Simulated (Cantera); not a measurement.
Hydrocarbon pyrolysis for carbon deposition

An isothermal, constant-pressure homogeneous reactor starts with C₂H₄ : H₂ = 1 : 6.8 (molar parts), at 1550 K and 0.000980 bar.

Computed with Cantera and GRI-Mech 3.0 (53 species, 325 reactions). GRI-Mech 3.0 was tuned for natural gas; its chemistry of ethylene as a main component is partial and can be far from experiment. GRI-Mech 3.0 stops at C3 and has no aromatics, soot or wall deposition, so with more carbon than oxygen in the feed, carbon stays in small species such as C2H2 where larger ones or solid carbon would form. Radical loss at walls, strong at low pressure, is not modelled.

| t (s) | x C₂H₄ | x H₂ | x CH₂ | x C₂H₂ | x CH₃ | x H |
|---|---|---|---|---|---|---|
| 9.00e-5 | 0.128 | 0.872 | <1e-12 | 4.21e-6 | <1e-12 | 1.68e-9 |
| 0.000232 | 0.128 | 0.872 | <1e-12 | 1.08e-5 | <1e-12 | 4.66e-9 |
| 0.000596 | 0.128 | 0.872 | <1e-12 | 2.78e-5 | <1e-12 | 1.29e-8 |
| 0.00153 | 0.128 | 0.872 | <1e-12 | 7.16e-5 | 7.71e-12 | 3.44e-8 |
| 0.00394 | 0.128 | 0.872 | 2.22e-12 | 0.000184 | 4.07e-11 | 9.02e-8 |
| 0.0101 | 0.128 | 0.872 | 7.36e-12 | 0.000474 | 1.33e-10 | 2.34e-7 |
| 0.0261 | 0.127 | 0.872 | 2.07e-11 | 0.00122 | 3.31e-10 | 6.07e-7 |
| 0.0671 | 0.125 | 0.872 | 5.45e-11 | 0.00314 | 6.64e-10 | 1.58e-6 |
| 0.173 | 0.119 | 0.873 | 1.35e-10 | 0.00810 | 1.11e-9 | 4.05e-6 |
| 0.444 | 0.105 | 0.874 | 2.78e-10 | 0.0207 | 1.80e-9 | 9.43e-6 |
| 1.14 | 0.0729 | 0.878 | 3.35e-10 | 0.0490 | 2.49e-9 | 1.63e-5 |
| 2.94 | 0.0261 | 0.883 | 2.02e-10 | 0.0905 | 3.69e-9 | 2.77e-5 |
| 7.56 | 0.000519 | 0.886 | 1.72e-11 | 0.113 | 1.50e-8 | 0.000108 |
| 19.4 | 1.91e-5 | 0.886 | 3.92e-11 | 0.114 | 7.22e-8 | 0.000508 |
| 50.0 | 1.73e-5 | 0.886 | 1.38e-10 | 0.114 | 1.48e-7 | 0.000903 |
x: mole fraction; the columns are a selection and need not sum to one.

Equilibrium at this temperature and pressure: C₂H₄ 1.71e-5, H₂ 0.885, CH₂ 2.86e-9, C₂H₂ 0.114, CH₃ 3.02e-6, H 0.000953 (gas phase only).
